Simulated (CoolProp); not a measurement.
Properties of C2F6 (R116) along the isotherm 327.7 K.

Computed with CoolProp (reference Helmholtz-energy equation of state, Lemmon 2006). It is a short technical equation, of lower accuracy than the large ones.

```json
[
 {"p (MPa)": "0.0241", "phase": "gas", "density (kg/m³)": "1.223", "isothermal compressibility (1/MPa)": "41.57", "Prandtl number": "0.740"},
 {"p (MPa)": "0.0407", "phase": "gas", "density (kg/m³)": "2.068", "isothermal compressibility (1/MPa)": "24.64", "Prandtl number": "0.740"},
 {"p (MPa)": "0.0686", "phase": "gas", "density (kg/m³)": "3.493", "isothermal compressibility (1/MPa)": "14.65", "Prandtl number": "0.741"},
 {"p (MPa)": "0.116", "phase": "gas", "density (kg/m³)": "5.927", "isothermal compressibility (1/MPa)": "8.696", "Prandtl number": "___"},
 {"p (MPa)": "0.195", "phase": "gas", "density (kg/m³)": "10.02", "isothermal compressibility (1/MPa)": "5.205", "Prandtl number": "0.745"},
 {"p (MPa)": "0.33", "phase": "gas", "density (kg/m³)": "17.14", "isothermal compressibility (1/MPa)": "3.109", "Prandtl number": "0.749"},
 {"p (MPa)": "0.557", "phase": "gas", "density (kg/m³)": "29.46", "isothermal compressibility (1/MPa)": "1.877", "Prandtl number": "0.758"},
 {"p (MPa)": "0.939", "phase": "gas", "density (kg/m³)": "___", "isothermal compressibility (1/MPa)": "1.152", "Prandtl number": "___"},
 {"p (MPa)": "1.59", "phase": "gas", "density (kg/m³)": "92.30", "isothermal compressibility (1/MPa)": "___", "Prandtl number": "0.811"},
 {"p (MPa)": "2.68", "phase": "gas", "density (kg/m³)": "176.0", "isothermal compressibility (1/MPa)": "0.5013", "Prandtl number": "___"},
 {"p (MPa)": "4.51", "phase": "supercritical", "density (kg/m³)": "397.5", "isothermal compressibility (1/MPa)": "0.4123", "Prandtl number": "1.45"},
 {"p (MPa)": "7.62", "phase": "supercritical", "density (kg/m³)": "837.3", "isothermal compressibility (1/MPa)": "0.08925", "Prandtl number": "2.36"}
]
```

### Question
Complete the blanks.

### Answer

- 0.116, Prandtl number: 0.742
- 0.939, density (kg/m³): 51.30
- 0.939, Prandtl number: 0.774
- 1.59, isothermal compressibility (1/MPa): 0.7287
- 2.68, Prandtl number: 0.917

Viscosity comes from a separate model (Huber 2003), an estimate that may be off by 10 % or more. Thermal conductivity comes from a separate model (Huber 2003), an estimate that may be off by 10 % or more.
